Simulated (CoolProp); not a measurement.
Saturation properties of sulfur hexafluoride.

Values from CoolProp's reference Helmholtz-energy equation of state, Guder 2009.

```json
[
 {"T (K)": "254.6", "p (MPa)": "0.7222", "vapour density (kg/m³)": "59.07", "surface tension (mN/m)": "6.98", "liquid viscosity (µPa s)": "253", "liquid conductivity (mW/(m K))": "67.7"},
 {"T (K)": "261.9", "p (MPa)": "0.9053", "vapour density (kg/m³)": "74.38", "surface tension (mN/m)": "5.98", "liquid viscosity (µPa s)": "224", "liquid conductivity (mW/(m K))": "65.4"},
 {"T (K)": "269.1", "p (MPa)": "1.117", "vapour density (kg/m³)": "92.76", "surface tension (mN/m)": "5.03", "liquid viscosity (µPa s)": "198", "liquid conductivity (mW/(m K))": "63.1"},
 {"T (K)": "276.4", "p (MPa)": "1.368", "vapour density (kg/m³)": "115.5", "surface tension (mN/m)": "4.11", "liquid viscosity (µPa s)": "175", "liquid conductivity (mW/(m K))": "60.6"},
 {"T (K)": "283.7", "p (MPa)": "1.658", "vapour density (kg/m³)": "143.7", "surface tension (mN/m)": "3.22", "liquid viscosity (µPa s)": "153", "liquid conductivity (mW/(m K))": "58.1"},
 {"T (K)": "291", "p (MPa)": "1.991", "vapour density (kg/m³)": "179.3", "surface tension (mN/m)": "2.39", "liquid viscosity (µPa s)": "134", "liquid conductivity (mW/(m K))": "55.5"},
 {"T (K)": "298.3", "p (MPa)": "2.372", "vapour density (kg/m³)": "225.5", "surface tension (mN/m)": "1.61", "liquid viscosity (µPa s)": "116", "liquid conductivity (mW/(m K))": "52.7"},
 {"T (K)": "305.6", "p (MPa)": "2.807", "vapour density (kg/m³)": "289.6", "surface tension (mN/m)": "0.912", "liquid viscosity (µPa s)": "97.1", "liquid conductivity (mW/(m K))": "49.8"}
]
```

Viscosity comes from a separate model (Quiñones-Cisneros 2012). Thermal conductivity comes from a separate model (Assael 2012). Surface tension comes from a separate correlation (Mulero 2012).
